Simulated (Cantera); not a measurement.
# Low-pressure radical oxidation in H2/O2

An isothermal, constant-pressure homogeneous reactor starts with 30.1 % H₂, 69.9 % O₂, equivalence ratio 0.21, at 1050 K and 0.0133 bar.

Detailed kinetics in Cantera: the H2/O2 subset of GRI-Mech 3.0, which has no nitrogen chemistry. Radical loss at walls, strong at low pressure, is not modelled. The temperature is held fixed by assumption; the heat of reaction is taken as removed at once.

```csv
t (s),x H₂,x O₂,x H₂O,x HO₂,x H₂O₂,x H
3.00e-5,0.301,0.699,1.20e-11,2.25e-10,<1e-12,2.15e-10
8.42e-5,0.301,0.699,1.77e-10,6.33e-10,<1e-12,6.61e-10
0.000236,0.301,0.699,2.84e-9,1.79e-9,1.16e-12,3.44e-9
0.000662,0.301,0.699,1.56e-7,6.06e-9,9.79e-12,1.17e-7
0.00186,0.298,0.698,0.00219,4.81e-6,7.34e-9,0.00159
0.00521,0.0149,0.593,0.264,1.59e-5,4.28e-7,0.0796
0.0146,0.00347,0.637,0.341,1.70e-5,7.97e-7,0.00676
0.0410,0.000274,0.645,0.353,7.05e-6,6.09e-7,0.000121
0.115,2.58e-5,0.646,0.354,1.38e-6,2.47e-7,3.83e-6
0.323,3.80e-6,0.646,0.354,2.84e-7,9.31e-8,2.69e-7
0.906,8.10e-7,0.646,0.354,7.27e-8,3.63e-8,3.08e-8
2.54,2.15e-7,0.646,0.354,2.17e-8,1.42e-8,4.62e-9
7.13,6.47e-8,0.646,0.354,7.29e-9,5.50e-9,8.00e-10
20.0,2.09e-8,0.646,0.354,3.04e-9,2.08e-9,1.51e-10
```
x: mole fraction; the columns are a selection and need not sum to one.

Equilibrium at this temperature and pressure: H₂ 1.39e-9, O₂ 0.646, H₂O 0.354, HO₂ 2.96e-9, H₂O₂ 1.70e-10, H 2.63e-12 (gas phase only).
